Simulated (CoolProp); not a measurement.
Vapour pressure (MPa) of dodecamethylcyclohexasiloxane (D6): the reference equation beside estimates from Tc = 372.6 °C, pc = 0.9614 MPa, ω = 0.736. Clausius-Clapeyron is anchored at 187.25 °C with a constant enthalpy of vaporisation of 51.23 kJ/mol.

Values from CoolProp's reference Helmholtz-energy equation of state, Colonna 2008. It is a short technical equation, of lower accuracy than the large ones.

```tsv
T (°C)	reference	Lee-Kesler	Clausius-Clapeyron	Redlich-Kwong	Soave-Redlich-Kwong	Peng-Robinson
62.25	6.960e-5	7.446e-5	0.0001559	0.003624	7.184e-5	9.055e-5
93.45	0.0004886	0.0004984	0.0007443	0.01074	0.0004886	0.0005726
124.75	0.002316	0.002318	0.002792	0.02589	0.002297	0.002552
155.95	0.008122	0.008102	0.008607	0.05332	0.008093	0.008647
187.25	0.02285	0.02289	0.02285	0.09796	0.02301	0.02391
218.45	0.05404	0.05446	0.05341	0.1643	0.05514	0.05616
249.75	0.1126	0.1140	0.1131	0.2575	0.1162	0.1168
280.95	0.2121	0.2150	0.2196	0.3814	0.2205	0.2199
312.25	0.3720	0.3765	0.3979	0.5408	0.3867	0.3842
343.45	0.6175	0.6222	0.6778	0.7385	0.6345	0.6312
```

Absolute difference from the reference over all 10 rows, mean and median: Lee-Kesler 1.5 and 1.0 %, Clausius-Clapeyron 22.5 and 6.5 %, Redlich-Kwong 958.6 and 266.4 %, Soave-Redlich-Kwong 2.1 and 2.4 %, Peng-Robinson 8.5 and 4.3 %.
